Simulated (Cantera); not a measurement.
A perfectly stirred reactor is fed with C2H4 : H2 = 1 : 3.5 (molar parts), at 1.00 atm; it is held at 1975 K, and followed from long to short residence time.

Detailed kinetics in Cantera: GRI-Mech 3.0 (53 species, 325 reactions). GRI-Mech 3.0 was tuned for natural gas; its chemistry of ethylene as a main component is partial and can be far from experiment. GRI-Mech 3.0 stops at C3 and has no aromatics, soot or wall deposition, so with more carbon than oxygen in the feed, carbon stays in small species such as C2H2 where larger ones or solid carbon would form.

```json
[
 {"quantity": "x(C2H4) at τ = 20.0 s", "before": "0.00114", "after": "0.00139"},
 {"quantity": "x(H2) at τ = 20.0 s", "before": "0.813", "after": "0.756"},
 {"quantity": "x(C2H2) at τ = 20.0 s", "before": "0.179", "after": "0.235"},
 {"quantity": "x(C2H) at τ = 20.0 s", "before": "4.66e-6", "after": "6.35e-6"},
 {"quantity": "x(CH4) at τ = 20.0 s", "before": "0.00557", "after": "0.00573"},
 {"quantity": "x(C2H4) at τ = 0.240 s", "before": "0.00116", "after": "0.00142"},
 {"quantity": "x(H2) at τ = 0.240 s", "before": "0.813", "after": "0.756"},
 {"quantity": "x(C2H2) at τ = 0.240 s", "before": "0.179", "after": "0.235"},
 {"quantity": "x(C2H) at τ = 0.240 s", "before": "4.64e-6", "after": "6.33e-6"},
 {"quantity": "x(CH4) at τ = 0.240 s", "before": "0.00542", "after": "0.00560"}
]
```

What was changed between the two runs?
(A) temperature 1975 to 1075 K
(B) H2 3.5 to 2.2 parts
(C) pressure from 1.00 atm to 0.000207 atm
(D) pressure from 1.00 atm to 0.0132 atm

B, H2 3.5 to 2.2 parts
